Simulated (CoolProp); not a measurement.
Sulfur dioxide at several states: Z from the reference equation and from simpler models built on Tc = 430.6 K, pc = 7.887 MPa, ω = 0.256; each cubic takes its own stable root.

Values from CoolProp's reference Helmholtz-energy equation of state, Gao 2016.

```tsv
T (K)	p (MPa)	phase	reference
299.9	0.0355	gas	0.9943
521.6	19	supercritical	0.5816
225	1.59	liquid	0.03488
```

Q: How far does each simpler model (Soave-Redlich-Kwong, Peng-Robinson) lie from the reference over these 3 states: mean and median of the absolute difference, and the worst?

A: 
- Soave-Redlich-Kwong: mean 8.2 %, median 11.8 %, worst +12.6 % at 225 K and 1.59 MPa
- Peng-Robinson: mean 1.7 %, median 0.1 %, worst +5.1 % at 521.6 K and 19 MPa
